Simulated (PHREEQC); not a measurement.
Dissolve 0.005 mol KH2PO4, 0.00018 mol K2HPO4 and 5.6e-05 mol H4SiO4 per kg of water at 25 °C. Closed to the air; pH follows from the charge balance.

Equilibrium calculation in PHREEQC: ion-association model, phreeqc.dat.

```json
{
  "pH": "5.67",
  "ionic_strength": "0.00554 mol/kgw",
  "specific_conductance": "541 µS/cm",
  "total_alkalinity": "0.180 meq/kg"
}
```

| species | molality | activity | log γ |
|---|---|---|---|
| K+ | 0.00536 | 0.00494 | -0.035 |
| H2PO4- | 0.00500 | 0.00462 | -0.034 |
| HPO4-2 | 0.000182 | 0.000133 | -0.135 |
| H4SiO4 | 5.60e-5 | 5.61e-5 | 0.001 |
| H+ | 2.31e-6 | 2.15e-6 | -0.031 |
| H3PO4 | 1.46e-6 | 1.46e-6 | 0.001 |
| KHPO4- | 1.39e-6 | 1.29e-6 | -0.034 |
| OH- | 5.10e-9 | 4.71e-9 | -0.035 |
| H3SiO4- | 4.17e-9 | 3.85e-9 | -0.035 |

This is a speciation only: nothing precipitates in the calculation.
